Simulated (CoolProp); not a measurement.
1,2-dichloroethane at several states: density (kg/m³) from the reference equation and from simpler models built on Tc = 561.6 K, pc = 52.26 bar, ω = 0.269; each cubic takes its own stable root.

Model: reference Helmholtz-energy equation of state, Thol 2015, in CoolProp.

```json
[
 {"T (K)": "327.2", "p (bar)": "1.97", "phase": "liquid", "reference": "(withheld)", "Soave-Redlich-Kwong": "(withheld)", "Peng-Robinson": "(withheld)"},
 {"T (K)": "307.2", "p (bar)": "0.408", "phase": "liquid", "reference": "1232", "Soave-Redlich-Kwong": "1074", "Peng-Robinson": "1210"},
 {"T (K)": "429.3", "p (bar)": "3.49", "phase": "gas", "reference": "10.27", "Soave-Redlich-Kwong": "10.24", "Peng-Robinson": "(withheld)"}
]
```

Fill in the missing entries.


- 327.2, reference: 1203
- 327.2, Soave-Redlich-Kwong: 1050
- 327.2, Peng-Robinson: 1185
- 429.3, Peng-Robinson: 10.28
